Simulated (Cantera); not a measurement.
## NO annealing gas

An isothermal, constant-pressure homogeneous reactor starts with NO : N2 : H2O = 1 : 0.57 : 0.13 (molar parts), at 1875 K and 0.0200 bar.

Detailed kinetics in Cantera: GRI-Mech 3.0 (53 species, 325 reactions). Radical loss at walls, strong at low pressure, is not modelled.

```
t (s)      x NO   x N2      x O2    x NO2    x N2O
--------  -----  -----  --------  -------  -------
0.000600  0.588  0.335   3.24e-9  6.85e-8  1.82e-6
0.00170   0.588  0.335   2.00e-8  6.62e-7  5.07e-6
0.00482   0.588  0.335   1.76e-7  5.25e-6  1.37e-5
0.0136    0.588  0.335   4.91e-6  3.20e-5  3.44e-5
0.0387    0.588  0.335  0.000189  3.83e-5  6.49e-5
0.110     0.587  0.335  0.000842  1.88e-5  5.52e-5
0.310     0.584  0.337   0.00222  1.70e-5  3.53e-5
0.879     0.576  0.341   0.00592  2.74e-5  3.85e-5
2.49      0.555  0.352    0.0163  4.47e-5  4.03e-5
7.06      0.496  0.381    0.0453  6.78e-5  3.52e-5
20.0      0.352  0.453     0.117  7.88e-5  1.83e-5
```
x: mole fraction; the columns are a selection and need not sum to one.

Equilibrium at this temperature and pressure: NO 0.00558, N2 0.626, O2 0.290, NO2 2.00e-6, N2O 4.00e-8 (gas phase only).
